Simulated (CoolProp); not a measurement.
A single-stage vapour-compression cycle with R115: evaporating at 215.15 K (dew point), condensing at 277.15 K (bubble point), superheat 2 K, subcooling 5 K, compressor efficiency 0.8, no pressure losses. Each further row changes one setting.

Model: reference Helmholtz-energy equation of state, Lemmon 2016, in CoolProp.

| case | cooling COP | pressure ratio | discharge temperature (K) | refrigerating effect (kJ/kg) | volumetric capacity (kJ/m³) |
|---|---|---|---|---|---|
| as stated | 2.03 | 12.4 | 285.2 | 78.8 | 277 |
| evaporating temperature 220.15 K | 2.34 | 9.54 | 283.8 | 81.6 | 366 |
| condensing temperature 272.15 K | 2.31 | 10.6 | 280.6 | 83.9 | 294 |
| subcooling 10 K | 2.16 | 12.4 | 285.2 | 83.9 | 294 |
| superheat 12 K | 2.08 | 12.4 | 295.9 | 85.0 | 284 |
| compressor efficiency 0.7 | 1.78 | 12.4 | 292.5 | 78.8 | 277 |
